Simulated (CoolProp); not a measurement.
c-C4F8 (RC318) along the isotherm 281 K: density (kg/m³) from the reference equation and from simpler models built on Tc = 388.4 K, pc = 2778 kPa, ω = 0.355; each cubic takes its own stable root.

Computed with CoolProp (reference Helmholtz-energy equation of state, Platzer 1990). This equation is an older, rougher fit; its heat capacities, sound speeds and derivatives of the liquid may be far off and weren't checked against measurements.

```csv
p (kPa),phase,reference
22,gas,1.898
32.2,gas,2.788
47.3,gas,4.119
69.4,gas,6.093
102,gas,9.068
150,gas,13.60
220,liquid,1565
322,liquid,1566
473,liquid,1566
694,liquid,1568
1020,liquid,1569
1500,liquid,1572
2200,liquid,1576
3220,liquid,1581
4730,liquid,1588
6940,liquid,1598
```

Task: How far does each simpler model (van der Waals, Redlich-Kwong, Soave-Redlich-Kwong, Peng-Robinson) lie from the reference over these 16 states: mean and median of the absolute difference, and the worst?

Result: 
- van der Waals: mean 34.9 %, median 36.3 %, worst -98.7 % at 281 K and 220 kPa
- Redlich-Kwong: mean 12.1 %, median 9.5 %, worst -98.7 % at 281 K and 220 kPa
- Soave-Redlich-Kwong: mean 3.4 %, median 5.0 %, worst -5.9 % at 281 K and 220 kPa
- Peng-Robinson: mean 4.3 %, median 6.6 %, worst +7.6 % at 281 K and 6940 kPa

At some of these states van der Waals, Redlich-Kwong gives the other phase, because its saturation line lies elsewhere.
